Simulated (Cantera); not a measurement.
Input (Python, Cantera):

```python
import numpy as np
import cantera as ct

gas = ct.Solution("h2o2.yaml")
gas.TPX = 1498, 1400000, {'H2': 1, 'O2': 1, 'N2': 3.76}
reactor = ct.IdealGasConstPressureReactor(gas, energy="on", clone=False)
net = ct.ReactorNet([reactor])
net.rtol, net.atol = 1e-08, 1e-16
show = ['H2', 'O2', 'H2O2', 'OH', 'H2O', 'O']
times = np.geomspace(3e-06, 4, 16)

steps = ct.SolutionArray(gas, extra=["t"])
rows = []
print(f"{'t/s':>10s}{'T/K':>9s}{'P/Pa':>11s}" + "".join(f"{s:>11s}" for s in show))
for t in times:
    while net.time < t:
        t_next = net.step()
        steps.append(gas.state, t=t_next)
    rows.append([np.interp(t, steps.t, y) for y in (steps.T, steps.P, *steps(*show).X.T)])
    print(f"{t:10.3e}{rows[-1][0]:9.1f}{rows[-1][1]:11.4g}" + "".join(f"{x:11.3e}" for x in rows[-1][2:]))
rate = np.gradient(steps.T, steps.t)
print("integrator steps:", len(steps.t))
if steps.T.max() > steps.T[0] + 200:
    print(f"time of steepest temperature rise: {steps.t[rate.argmax()]:.4e} s")
gas.TPX = 1498, 1400000, {'H2': 1, 'O2': 1, 'N2': 3.76}
gas.equilibrate("HP")
print(f"equilibrium (HP): T = {gas.T:.1f} K  " + "  ".join(f"{s} {gas[s].X[0]:.3e}" for s in show))
```

It prints:

```
       t/s      T/K       P/Pa         H2         O2       H2O2         OH        H2O          O
 3.000e-06   2583.1    1.4e+06  3.480e-03  9.016e-02  1.674e-06  1.601e-02  1.762e-01  4.216e-03
 7.682e-06   2630.5    1.4e+06  1.764e-03  9.141e-02  1.882e-06  1.212e-02  1.810e-01  2.190e-03
 1.967e-05   2630.9    1.4e+06  1.750e-03  9.142e-02  1.886e-06  1.208e-02  1.810e-01  2.175e-03
 5.036e-05   2630.9    1.4e+06  1.750e-03  9.142e-02  1.886e-06  1.208e-02  1.810e-01  2.175e-03
 1.290e-04   2630.9    1.4e+06  1.750e-03  9.142e-02  1.886e-06  1.208e-02  1.810e-01  2.175e-03
 3.302e-04   2630.9    1.4e+06  1.750e-03  9.142e-02  1.886e-06  1.208e-02  1.810e-01  2.175e-03
 8.455e-04   2630.9    1.4e+06  1.750e-03  9.142e-02  1.886e-06  1.208e-02  1.810e-01  2.175e-03
 2.165e-03   2630.9    1.4e+06  1.750e-03  9.142e-02  1.886e-06  1.208e-02  1.810e-01  2.175e-03
 5.543e-03   2630.9    1.4e+06  1.750e-03  9.142e-02  1.886e-06  1.208e-02  1.810e-01  2.175e-03
 1.419e-02   2630.9    1.4e+06  1.750e-03  9.142e-02  1.886e-06  1.208e-02  1.810e-01  2.175e-03
 3.634e-02   2630.9    1.4e+06  1.750e-03  9.142e-02  1.886e-06  1.208e-02  1.810e-01  2.175e-03
 9.306e-02   2630.9    1.4e+06  1.750e-03  9.142e-02  1.886e-06  1.208e-02  1.810e-01  2.175e-03
 2.383e-01   2630.9    1.4e+06  1.750e-03  9.142e-02  1.886e-06  1.208e-02  1.810e-01  2.175e-03
 6.101e-01   2630.9    1.4e+06  1.750e-03  9.142e-02  1.886e-06  1.208e-02  1.810e-01  2.175e-03
 1.562e+00   2630.9    1.4e+06  1.750e-03  9.142e-02  1.886e-06  1.208e-02  1.810e-01  2.175e-03
 4.000e+00   2630.9    1.4e+06  1.750e-03  9.142e-02  1.886e-06  1.208e-02  1.810e-01  2.175e-03
integrator steps: 990
time of steepest temperature rise: 1.2389e-06 s
equilibrium (HP): T = 2630.9 K  H2 1.750e-03  O2 9.142e-02  H2O2 1.886e-06  OH 1.208e-02  H2O 1.810e-01  O 2.175e-03
```

Detailed kinetics in Cantera: the H2/O2 subset of GRI-Mech 3.0, which has no nitrogen chemistry. The hydrogen kinetics of GRI-Mech 3.0 are dated; newer H2 mechanisms differ, most at raised pressure. The pressure lies above the range GRI-Mech 3.0 was tuned for (to about 10 atm).
